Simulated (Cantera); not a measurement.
A freely propagating, adiabatic, planar premixed flame of H2 : O2 : N2 = 1 : 0.385 : 1.81 (molar parts), unburnt at 375 K and 100.0 Torr; mixture-averaged transport, grid criteria slope 0.08 and curve 0.16, no radiation.

Cantera simulation using the H2/O2 subset of GRI-Mech 3.0, which has no nitrogen chemistry; the numbers are that mechanism's predictions, not measurements. Burning velocities carry a grid error of a few per cent, more on coarse grids.

Problem. What does this change do: H2 1 to 1.3 parts?

Solution. 
```
quantity                    before     after
------------------------  --------  --------
laminar burning velocity  263 cm/s  282 cm/s
thermal thickness          5.79 mm   5.54 mm
peak x(OH)                 0.00855   0.00434
peak x(H2O2)               2.07e-5   1.84e-5
peak x(O)                  0.00713   0.00456
peak x(H)                   0.0848    0.0978
```
